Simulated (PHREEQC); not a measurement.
**Brine**

Consider water at 25 °C with 0.009 mol HCl, 0.0018 mol Na2SO4 and 0.23 mol MgCl2 per kg of water. Closed to the air; pH follows from the charge balance.

Computed with PHREEQC (Pitzer model, pitzer.dat).

```
Quantity                    Result
-------------------  -------------
pH                            2.13
ionic strength       0.704 mol/kgw
activity of water            0.989
density                1.015 g/cm³
osmotic coefficient          0.881
total alkalinity      -9.00 meq/kg
```

| species | molality | activity | log γ |
|---|---|---|---|
| Cl- | 0.469 | 0.294 | -0.203 |
| Mg+2 | 0.230 | 0.0646 | -0.552 |
| H+ | 0.00888 | 0.00739 | -0.080 |
| Na+ | 0.00360 | 0.00267 | -0.129 |
| SO4-2 | 0.00168 | 0.000111 | -1.181 |
| HSO4- | 0.000117 | 7.82e-5 | -0.175 |

No solid was allowed to form.
